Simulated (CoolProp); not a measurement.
Vapour-liquid equilibrium of CH2F2 (R32) (1) + R1234yf (2) at 288.1 K; x and y are mole fractions of (1).

Computed with CoolProp (multi-fluid Helmholtz-energy mixture model, Tillner-Roth 1997 and Lemmon 2022; pair parameters Bell 2023).

Give the bubble pressure and the first vapour's composition at x = 0.05, 0.275, 0.8. Is there an azeotrope?

x = 0.05: 0.5672 MPa, y = 0.131; x = 0.275: 0.8072 MPa, y = 0.496; x = 0.8: 1.187 MPa, y = 0.867. No azeotrope shows between x = 0.05 and 0.95.

The pair parameters rest on a limited set of measurements; away from them the model extrapolates.
